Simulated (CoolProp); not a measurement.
The numbers come from the reference Helmholtz-energy equation of state, Thol 2012 in CoolProp.

**Question.** For benzene, give the phase and the Z, Joule-Thomson coefficient (K/MPa), expansivity (1/kK), conductivity (mW/(m K)) at 141.95 °C and 252 kPa; 155.55 °C and 252 kPa; 182.95 °C and 252 kPa.

**Answer.** 
- 141.95 °C and 252 kPa: gas; Z 0.950, Joule-Thomson coefficient 19.9, expansivity 2.86, conductivity 21.6
- 155.55 °C and 252 kPa: gas; Z 0.955, Joule-Thomson coefficient 17.7, expansivity 2.71, conductivity 22.9
- 182.95 °C and 252 kPa: gas; Z 0.964, Joule-Thomson coefficient 14.2, expansivity 2.47, conductivity 25.7

Thermal conductivity comes from a separate model (Assael 2012).
